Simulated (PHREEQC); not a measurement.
Solution (65 °C): 8.8 mmol/kgw ZnCl2, 170 mmol/kgw H3BO3 and 25 mmol/kgw FeSO4. Closed to the air; pH follows from the charge balance.

All values are PHREEQC results (ion-association model, phreeqc.dat), not measurements.

Q: The ionic strength comes out as 0.0745 mol/kgw. What activity coefficients do ZnOH+, FeOH+, HSO4-, FeHSO4+, SO4-2 get?

A: ZnOH+ 0.78, FeOH+ 0.79, HSO4- 0.78, FeHSO4+ 0.78, SO4-2 0.38.

No solid was allowed to form. Species that the database lacks are ignored. Constants without temperature data keep their 25 °C values here.
